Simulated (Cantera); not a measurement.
A closed system holds: 1 mol CH4, 9.9 mol H2, held at 1725 K.

These are equilibrium values from Cantera (NASA tables, ideal gas, pure condensed phases), not measurements of a reactor. Candidate condensed phases: C, C6H6, C7H8, C8H18; 76 gas species. Equilibrium is a limit: real reactors are often held back by kinetics, nucleation or transport.

At 0.0750 Torr, list the 3 most abundant gas species with their mole fractions, and the condensed phases.

H2 0.982, H 0.0184, C2H2 (acetylene) 9.04e-5. Condensed: C(graphite).
